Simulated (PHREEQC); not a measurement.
Solution A (6.5 mmol/kgw CaCl2, 0.0027 mmol/kgw Ca(OH)2, 77 mmol/kgw Ca(NO3)2 and 6.9 mmol/kgw CdBr2) is mixed with solution B (110 mmol/kgw NaOH, 0.13 mmol/kgw H3BO3 and 0.045 mmol/kgw K2CO3) at 25 °C; shares are by mass of water, 1 kg in all. Oxygen is held at 0.21 atm. No CO2 enters from the air. The run lets Calcite, Portlandite, Cd(OH)2, Otavite, CdOHCl, Halite, Nahcolite, Natron precipitate or redissolve, and no other solid.

Model: ion-association model, wateq4f.dat, run in PHREEQC.

| share of solution B | pH | Portlandite (mol) | Cd(OH)2 (mol) |
|---|---|---|---|
| 0 | 7.08 | 0 | 0 |
| 0.1 | ___ | 0 | 0.00548 |
| 0.2 | ___ | 0 | ___ |
| 0.3 | 12.12 | 0 | 0.00483 |
| 0.4 | 12.32 | 0 | 0.00414 |
| 0.5 | 12.38 | 0.00461 | 0.00345 |
| 0.6 | ___ | 0.00818 | 0.00276 |
| 0.7 | ___ | 0.00954 | 0.00207 |
| 0.8 | 12.71 | ___ | ___ |
| 0.9 | 12.83 | 0.00273 | 0.000690 |
| 1 | 12.92 | 0 | 0 |

Question: What belongs in the gaps?

Answer: 
- 0.1, pH: 8.81
- 0.2, pH: 11.77
- 0.2, Cd(OH)2 (mol): 0.00552
- 0.6, pH: 12.47
- 0.7, pH: 12.58
- 0.8, Portlandite (mol): 0.00761
- 0.8, Cd(OH)2 (mol): 0.00138
